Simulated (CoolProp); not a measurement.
Vapour-liquid equilibrium of carbon dioxide (1) + propylene (2) at 245.9 K; x and y are mole fractions of (1).

Computed with CoolProp (multi-fluid Helmholtz-energy mixture model, Span 1996 and Lemmon 2013; pair parameters Bell 2016).

```tsv
x	bubble pressure (MPa)	y at the bubble point	dew pressure at overall composition x (MPa)	liquid density (mol/L)
0.05	0.3544	0.349	0.2470	14.17
0.2	0.6675	0.682	0.2915	15.12
0.35	0.9075	0.788	0.3547	16.20
0.5	1.089	0.844	0.4515	17.44
0.65	1.236	0.885	0.6168	18.94
0.8	1.372	0.926	0.9418	20.80
0.95	1.514	0.977	1.444	23.21
```

No azeotrope shows between x = 0.05 and 0.95.

The pair parameters rest on a limited set of measurements; away from them the model extrapolates.
